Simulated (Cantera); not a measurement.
What does this Cantera script print?

```python
import numpy as np
import cantera as ct

gas = ct.Solution("gri30.yaml")
gas.TPX = 1275, 4700, {'N2O': 1, 'N2': 0.46}
inlet = ct.Reservoir(gas, clone=True)

reactor = ct.IdealGasConstPressureReactor(gas, energy="off", clone=False)
exhaust = ct.Reservoir(gas, clone=True)
tau = [2.9, 0.62, 0.13, 0.029, 0.0062, 0.0013, 0.00029][0]
for a, b in ((inlet, reactor), (reactor, exhaust)):
    ct.MassFlowController(a, b, mdot=lambda t: reactor.mass / tau)
net = ct.ReactorNet([reactor])
show = ['N2O', 'O2', 'NO2', 'N2', 'O']

rows = []
print(f"{'tau/s':>10s}{'T/K':>9s}" + "".join(f"{s:>11s}" for s in show))
for tau in [2.9, 0.62, 0.13, 0.029, 0.0062, 0.0013, 0.00029]:
    net.initial_time = 0.0
    net.advance(30 * tau)
    before = gas.X
    net.advance(40 * tau)
    drift = np.max(np.abs(gas.X - before) / (gas.X + 1e-9))
    rows.append([gas.T, *gas[show].X, drift])
    print(f"{tau:10.3e}{gas.T:9.1f}" + "".join(f"{x:11.3e}" for x in gas[show].X))
```

Result:

```
     tau/s      T/K        N2O         O2        NO2         N2          O
 2.900e+00   1275.0  4.798e-01  6.594e-02  9.897e-06  4.333e-01  5.419e-06
 6.200e-01   1275.0  6.274e-01  1.848e-02  2.360e-06  3.482e-01  5.450e-06
 1.300e-01   1275.0  6.720e-01  4.148e-03  3.467e-07  3.225e-01  5.451e-06
 2.900e-02   1275.0  6.820e-01  9.356e-04  3.137e-08  3.168e-01  5.432e-06
 6.200e-03   1275.0  6.843e-01  1.971e-04  1.697e-09  3.154e-01  5.334e-06
 1.300e-03   1275.0  6.848e-01  3.809e-05  6.651e-11  3.151e-01  4.912e-06
 2.900e-04   1275.0  6.849e-01  6.300e-06  1.838e-12  3.151e-01  3.642e-06
```

Detailed kinetics in Cantera: GRI-Mech 3.0 (53 species, 325 reactions). GRI-Mech 3.0 was tuned for natural gas; its chemistry of N2O as a main component is partial and can be far from experiment. Radical loss at walls, strong at low pressure, is not modelled. The mechanism lacks the step 2 NO + O2 → 2 NO2, which can matter for NO2 below about 1400 K. The temperature is held fixed by assumption; the heat of reaction is taken as removed at once.
